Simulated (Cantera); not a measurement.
Charge: 1 mol Si2H6, 0.8 mol HCl, 69 mol N2, held at 1150 °C and 22.0 mbar.

Equilibrium computed with Cantera from the NASA thermochemical tables; the gas is ideal and each condensed phase is pure. Candidate condensed phases: NH4Cl, Si, Si3N4; 28 gas species. The feed counts by its element totals alone. N2 is the only nitrogen source here; it is nearly inert below about 1500 K, so the nitride shown seldom forms there in practice. The numbers say what is thermodynamically allowed, not how fast it happens.

Base state: N2 0.947, H2 0.0420, HCl 0.0111, SiCl2 5.24e-5 (mole fractions); condensed: Si3N4(s).

Question: What changes in the equilibrium state with this change: 1.4 mol H2O added?

Answer: 
```tsv
species	before	after
N2	0.947	0.929
H2	0.0420	0.0600
HCl	0.0111	0.0109
SiO	0	4.19e-5
H2O	0	1.06e-5
SiCl2	5.24e-5	3.65e-7
H	9.18e-6	1.10e-5
Si3N4(s), mol	0.665	0
SiO2(β-quartz), mol	0	0.265
Si2N2O(s), mol	0	0.866
```
Mutual solubility and eutectic melting of coexisting phases are not modelled. The tables hold silica as quartz up to 1696 K and as liquid above; real silica turns to tridymite and cristobalite and melts near 1996 K. Further candidate phases: H2O, SiO2, Si2N2O.
